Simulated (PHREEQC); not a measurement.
Make-up at 49 °C: 0.015 mol/kgw CuCl2. Closed to the air; pH follows from the charge balance.

Model: ion-association model, phreeqc.dat, run in PHREEQC.

No solid was allowed to form.

**Question.** What pH does the model give?

**Answer.** pH 4.39.

**Question.** In which forms is Cu present?

**Answer.** Cu+2 90 %, CuCl+ 9.9 % of the Cu.

Constants without temperature data keep their 25 °C values here.
